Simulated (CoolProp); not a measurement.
n-butane at 298.15 K and 0.147 MPa is compressed adiabatically to 0.464 MPa with isentropic efficiency 0.85. Each further row changes one setting.

Values from CoolProp's reference Helmholtz-energy equation of state, Bücker 2006.

```tsv
case	work (kJ/kg)	final temperature (K)	final density (kg/m³)
as stated	56.5	335.4	10.7
efficiency 1	48.0	331.1	10.9
efficiency 0.65	73.9	344.1	10.4
```
